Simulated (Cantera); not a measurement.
Input: 1 mol TEOS, 1.7 mol N₂O, held at 0.0480 bar.

Cantera equilibrium calculation (NASA polynomials, part measured and part estimated; ideal gas, pure solids and liquids). Candidate condensed phases: C, C₆H₆, C₇H₈, C₈H₁₈, H₂O, Si, SiC, SiO₂, Si₂N₂O, Si₃N₄; 151 gas species. The feed counts by its element totals alone. Kinetics and transport are ignored. All values below are at 1150 °C.

Base state: H₂ 0.610, CO 0.317, N₂ 0.0731, HCN 0.000126, CH₄ 6.79e-5, H₂O 2.86e-5, SiO 2.38e-5, H 2.37e-5 (mole fractions); condensed: C(graphite) + Si₂N₂O(s).

Problem. What changes in the equilibrium state with this change: N₂O from 1.7 to 3.7 mol?

Solution. 
| species | before | after |
|---|---|---|
| H₂ | 0.610 | 0.490 |
| CO | 0.317 | 0.353 |
| N₂ | 0.0731 | 0.157 |
| SiO | 2.38e-5 | 1.72e-5 |
| CH₄ | 6.79e-5 | 4.39e-5 |
| HCN | 0.000126 | 0.000165 |
| C(graphite), mol | 2.80 | 0.796 |
| Si₂N₂O(s), mol | 0.500 | 0.500 |
